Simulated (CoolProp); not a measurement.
Propylene at 293.15 K and 17.9 MPa flows at 2 m/s in a round tube of 2 mm bore and 45 µm roughness, fully developed (64/Re and Nu = 3.66 if laminar; Colebrook and Gnielinski if turbulent). Each further row changes one setting.

The numbers come from the reference Helmholtz-energy equation of state, Lemmon 2013 in CoolProp.

```tsv
case	Reynolds number	Darcy friction factor	pressure drop (Pa/m)	heat-transfer coefficient (W/(m² K))	mass flow (kg/h)
as stated	17700	0.0529	29200	9220	12.5
velocity 4 m/s	35500	0.0519	115000	18700	25.0
diameter 4 mm	35500	0.0410	11300	7760	49.9
```

Viscosity comes from a separate model (Huber 2003), an estimate that may be off by 10 % or more. Thermal conductivity comes from a separate model (Huber 2003), an estimate that may be off by 10 % or more.
